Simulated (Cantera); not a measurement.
**Hydrocarbon pyrolysis for carbon deposition**

A perfectly stirred reactor is fed with CH4 : N2 = 1 : 17 (molar parts), at 760 Torr; it is held at 1650 K, and followed from long to short residence time.

Computed with Cantera and GRI-Mech 3.0 (53 species, 325 reactions). GRI-Mech 3.0 stops at C3 and has no aromatics, soot or wall deposition, so with more carbon than oxygen in the feed, carbon stays in small species such as C2H2 where larger ones or solid carbon would form.

| τ (s) | x CH4 | x C2H | x C2H4 | x H2 | x CH2 |
|---|---|---|---|---|---|
| 0.49 | 0.0126 | 2.74e-8 | 0.000160 | 0.0608 | 2.34e-8 |
| 0.22 | 0.0179 | 2.39e-8 | 0.000215 | 0.0531 | 3.26e-8 |
| 0.10 | 0.0244 | 1.98e-8 | 0.000334 | 0.0437 | 4.43e-8 |
| 0.045 | 0.0317 | 1.53e-8 | 0.000556 | 0.0331 | 5.93e-8 |
| 0.021 | 0.0385 | 1.10e-8 | 0.000863 | 0.0231 | 7.60e-8 |
| 0.0093 | 0.0448 | 6.45e-9 | 0.00117 | 0.0137 | 9.35e-8 |
| 0.0042 | 0.0496 | 2.81e-9 | 0.00114 | 0.00672 | 1.00e-7 |
x: mole fraction; the columns are a selection and need not sum to one.
